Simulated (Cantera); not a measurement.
Input: 1 mol SiCl4, 6.2 mol O2, equilibrated at 577 °C and 80.0 Pa.

These are equilibrium values from Cantera (NASA tables, ideal gas, pure condensed phases), not measurements of a reactor. Candidate condensed phases: Si, SiO2; 15 gas species. Equilibrium is a limit: real reactors are often held back by kinetics, nucleation or transport.

Base state: O2 0.722, Cl2 0.277, Cl 0.000520 (mole fractions); condensed: SiO2(β-quartz).

Problem. What changes in the equilibrium state with this change: SiCl4 replaced by Si2H6?

Solution. 
| species | before | after |
|---|---|---|
| H2O | 0 | 0.526 |
| O2 | 0.722 | 0.474 |
| Cl2 | 0.277 | 0 |
| Cl | 0.000520 | 0 |
| SiO2(β-quartz), mol | 1.00 | 2.00 |
The feed counts by its element totals alone. Further candidate phases: H2O.
